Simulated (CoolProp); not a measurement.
Vapour-liquid equilibrium of propylene (1) + R114 (2) at 298.9 K; x and y are mole fractions of (1).

Values from CoolProp's multi-fluid Helmholtz-energy mixture model, Lemmon 2013 and Platzer 1990; pair parameters Bell 2016. This equation is an older, rougher fit; its heat capacities, sound speeds and derivatives of the liquid may be far off and weren't checked against measurements.

Question: Give the bubble pressure and the first vapour's composition at x = 0.05, 0.425, 0.5. Is there an azeotrope?

Answer: x = 0.05: 2.806 bar, y = 0.240; x = 0.425: 6.947 bar, y = 0.776; x = 0.5: 7.628 bar, y = 0.813. No azeotrope shows between x = 0.05 and 0.95.

Pair parameters are fitted to limited data, so mixtures are less certain than the pure fluids.
